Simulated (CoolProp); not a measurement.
A simple Rankine cycle with R365MFC: condensing at 316.15 K, boiler at 1.61 MPa, turbine inlet 499 K, turbine efficiency 0.65, pump efficiency 0.7, no recuperator. Each further row changes one setting.

Model: reference Helmholtz-energy equation of state, Lemmon 2016, in CoolProp.

```json
[
 {"case": "as stated", "thermal efficiency (%)": "10.5", "net work (kJ/kg)": "41.0", "heat in (kJ/kg)": "389", "turbine exit temperature (K)": "455.7", "volume ratio over the turbine": "15.2"},
 {"case": "condensing temperature 308.15 K", "thermal efficiency (%)": "…", "net work (kJ/kg)": "45.5", "heat in (kJ/kg)": "400", "turbine exit temperature (K)": "451.8", "volume ratio over the turbine": "…"},
 {"case": "boiler pressure 1.13 MPa", "thermal efficiency (%)": "9.4", "net work (kJ/kg)": "36.8", "heat in (kJ/kg)": "394", "turbine exit temperature (K)": "462.9", "volume ratio over the turbine": "10.3"},
 {"case": "turbine efficiency 0.55", "thermal efficiency (%)": "8.8", "net work (kJ/kg)": "…", "heat in (kJ/kg)": "389", "turbine exit temperature (K)": "…", "volume ratio over the turbine": "15.4"}
]
```

Q: Some entries are withheld; supply them.

A: 
- condensing temperature 308.15 K, thermal efficiency (%): 11.4
- condensing temperature 308.15 K, volume ratio over the turbine: 20.2
- turbine efficiency 0.55, net work (kJ/kg): 34.4
- turbine efficiency 0.55, turbine exit temperature (K): 460.9
